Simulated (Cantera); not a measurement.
A closed system holds: 1 mol Fe(CO)5, 7.2 mol CO, 30 mol H2, held at 10.0 Torr.

Equilibrium computed with Cantera from the NASA thermochemical tables; the gas is ideal and each condensed phase is pure. Candidate condensed phases: C, C6H6, C7H8, C8H18, Fe, Fe(CO)5, FeO, Fe(OH)2, Fe(OH)3, Fe2O3, Fe3O4, H2O; 114 gas species. Rates play no part. All values below are at 1175 °C.

Base state: H2 0.711, CO 0.289, H 6.73e-5, CH4 1.25e-5, H2O 1.25e-5 (mole fractions); condensed: Fe(γ).

Task: What changes in the equilibrium state with this change: Fe(CO)5 replaced by PbO?

Result: 
| species | before | after |
|---|---|---|
| H2 | 0.711 | 0.762 |
| CO | 0.289 | 0.186 |
| Pb | 0 | 0.0262 |
| H2O | 1.25e-5 | 0.0237 |
| CH4 | 1.25e-5 | 5.20e-9 |
| CO2 | 2.14e-6 | 0.00245 |
| H | 6.73e-5 | 6.97e-5 |
| Fe(γ), mol | 1.000 | 0 |
Further candidate phases: Pb, PbO, PbO2, Pb3O4.
